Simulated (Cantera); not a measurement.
Input: 1 mol SiO2, 2.8 mol H2, equilibrated at 975 K and 1.33 mbar.

Method: chemical equilibrium by Gibbs-energy minimisation in Cantera with the NASA 1993 tables (ideal gas, pure condensed phases). Candidate condensed phases: H2O, Si, SiO2; 18 gas species. Rates play no part.

Base state: H2 1.00 (mole fractions); condensed: SiO2(β-quartz).

Question: What changes in the equilibrium state with this change: temperature from 975 K to 1725 K?

Answer: 
```
species                before    after
--------------------  -------  -------
H2                       1.00    0.958
SiO                   8.32e-9   0.0185
H2O                   8.32e-9   0.0185
H                     3.13e-8  0.00498
SiO2(β-quartz), mol      1.00        0
SiO2(condensed), mol        0    0.947
```
The tables hold silica as quartz up to 1696 K and as liquid above; real silica turns to tridymite and cristobalite and melts near 1996 K.
